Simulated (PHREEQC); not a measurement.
Make-up at 25 °C: 38 mmol/kgw TMAH, 3.5 mmol/kgw H3BO3 and 0.72 mmol/kgw K2CO3. Closed to the air; pH follows from the charge balance.

Equilibrium calculation in PHREEQC: ion-association model, phreeqc.dat.

```tsv
quantity	before	after
pH	12.45	12.29
ionic strength (mol/kgw)	0.0402	0.0436
H3BO3 (mol/kgw)	1.78e-6	2.56e-6
```

**Question.** Name the change that produced these shifts.
A. TMAH replaced by (CH3)4NF at the same molality
B. temperature from 25 to 65 °C
C. H3BO3 replaced by NaBF4 at the same molality
D. H3BO3 from 0.0035 to 0.0175 mol/kgw
E. K2CO3 left out

**Answer.** C, H3BO3 replaced by NaBF4 at the same molality

Precipitation was switched off in this run. (CH3)4N+ isn't in the database: it is added as a free cation with an ion size of 4 Å. Real BF4- forms and hydrolyses slowly; the run takes it at equilibrium.
